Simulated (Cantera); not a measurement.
## Catalytic stagnation flow on Pt

A jet of 3.11 % CH4, 9.01 % O2, 87.9 % N2 at 300 K and 31000 Pa hits a platinum plate 3.8 cm away at a mass flux of 0.024 kg/m²/s; the plate temperature is set and raised in steps from an oxygen-covered start.

Detailed kinetics in Cantera: Deutschmann's 1995 Pt surface mechanism with GRI-Mech 3.0 gas chemistry. Catalytic surfaces can have several steady states; this one follows from the mechanism file's or the stated starting coverage.

```csv
plate T (K),wall x CH4,wall x O2,wall x H2O,wall x OH,wall x CO,wall x CO2,θ free Pt,θ O*,θ OH*
850,0.0185,0.0633,0.0236,<1e-8,4.63e-6,0.0155,0.116,0.882,0.00227
900,0.0109,0.0470,0.0379,2.39e-8,3.97e-6,0.0248,0.182,0.815,0.00277
950,0.00633,0.0375,0.0461,6.71e-8,3.25e-6,0.0304,0.256,0.742,0.00282
1000,0.00400,0.0326,0.0503,1.71e-7,2.80e-6,0.0332,0.329,0.668,0.00264
1050,0.00275,0.0300,0.0525,3.95e-7,2.57e-6,0.0346,0.401,0.597,0.00238
1100,0.00202,0.0286,0.0537,8.36e-7,2.49e-6,0.0354,0.469,0.528,0.00210
```
x: mole fraction at the wall; θ: surface coverage.
